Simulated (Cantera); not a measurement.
A perfectly stirred reactor is fed with CH₄ : O₂ : N₂ = 1 : 4.26 : 16 (molar parts), at 5.00 bar; it is adiabatic with a 525 K inlet, and is followed from long to short residence time, starting on the burning branch (τ in s: 0.065, 0.026, 0.011, 0.0043, 0.0017, 0.00071, 0.00029, 0.00012, 4.7e-05, 1.9e-05, 7.6e-06, 3.1e-06).

Detailed kinetics in Cantera: GRI-Mech 3.0 (53 species, 325 reactions).

Problem. What does this change do: 1.5 parts H2 added?

Solution. 
| quantity | before | after |
|---|---|---|
| blow-out, bracketed by the residence times tried | burning at 1.70 ms, out at 0.710 ms | burning at 19.0 µs, out at 7.60 µs |
| x(CH₄) at τ = 65.0 ms | 1.84e-5 | 2.41e-6 |
| x(O₂) at τ = 65.0 ms | 0.106 | 0.0683 |
| x(NO₂) at τ = 65.0 ms | 2.82e-8 | 3.35e-7 |
| x(HO₂) at τ = 65.0 ms | 2.31e-6 | 2.32e-6 |
| x(CH₂O) at τ = 65.0 ms | 1.62e-6 | 2.79e-7 |
| x(CH₄) at τ = 0.290 ms | 0.0470 | 0.000124 |
| x(O₂) at τ = 0.290 ms | 0.200 | 0.0698 |
| x(NO₂) at τ = 0.290 ms | <1e-12 | 6.30e-8 |
| x(HO₂) at τ = 0.290 ms | <1e-12 | 2.30e-5 |
| x(CH₂O) at τ = 0.290 ms | <1e-12 | 1.75e-5 |

Problem. What does this change do: inlet temperature 525 to 625 K?

Solution. 
```json
[
 {"quantity": "blow-out, bracketed by the residence times tried", "before": "burning at 1.70 ms, out at 0.710 ms", "after": "burning at 0.710 ms, out at 0.290 ms"},
 {"quantity": "x(CH₄) at τ = 65.0 ms", "before": "1.84e-5", "after": "1.20e-5"},
 {"quantity": "x(O₂) at τ = 65.0 ms", "before": "0.106", "after": "0.106"},
 {"quantity": "x(NO₂) at τ = 65.0 ms", "before": "2.82e-8", "after": "3.22e-8"},
 {"quantity": "x(HO₂) at τ = 65.0 ms", "before": "2.31e-6", "after": "1.71e-6"},
 {"quantity": "x(CH₂O) at τ = 65.0 ms", "before": "1.62e-6", "after": "1.12e-6"},
 {"quantity": "x(CH₄) at τ = 0.290 ms", "before": "0.0470", "after": "0.0470"},
 {"quantity": "x(O₂) at τ = 0.290 ms", "before": "0.200", "after": "0.200"},
 {"quantity": "x(NO₂) at τ = 0.290 ms", "before": "<1e-12", "after": "<1e-12"},
 {"quantity": "x(HO₂) at τ = 0.290 ms", "before": "<1e-12", "after": "<1e-12"},
 {"quantity": "x(CH₂O) at τ = 0.290 ms", "before": "<1e-12", "after": "<1e-12"}
]
```

Problem. What does this change do: CH4 1 to 1.4 parts?

Solution. 
| quantity | before | after |
|---|---|---|
| blow-out, bracketed by the residence times tried | burning at 1.70 ms, out at 0.710 ms | burning at 0.120 ms, out at 47.0 µs |
| x(CH₄) at τ = 65.0 ms | 1.84e-5 | 4.44e-6 |
| x(O₂) at τ = 65.0 ms | 0.106 | 0.0672 |
| x(NO₂) at τ = 65.0 ms | 2.82e-8 | 2.22e-7 |
| x(HO₂) at τ = 65.0 ms | 2.31e-6 | 1.88e-6 |
| x(CH₂O) at τ = 65.0 ms | 1.62e-6 | 5.12e-7 |
| x(CH₄) at τ = 0.290 ms | 0.0470 | 0.000239 |
| x(O₂) at τ = 0.290 ms | 0.200 | 0.0700 |
| x(NO₂) at τ = 0.290 ms | <1e-12 | 5.22e-8 |
| x(HO₂) at τ = 0.290 ms | <1e-12 | 2.46e-5 |
| x(CH₂O) at τ = 0.290 ms | <1e-12 | 3.26e-5 |
